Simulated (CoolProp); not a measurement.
The numbers come from the reference Helmholtz-energy equation of state, Rui 2013 in CoolProp.

Question: Give the vapour pressure (MPa), liquid density (kg/m³), enthalpy of vaporisation (kJ/kg) of saturated R236EA at 293.9, 330.1, 366.3 K.

Answer: 
```csv
T (K),p (MPa),liquid density (kg/m³),enthalpy of vaporisation (kJ/kg)
293.9,0.177,1440,158
330.1,0.554,1320,137
366.3,1.36,1160,109
```
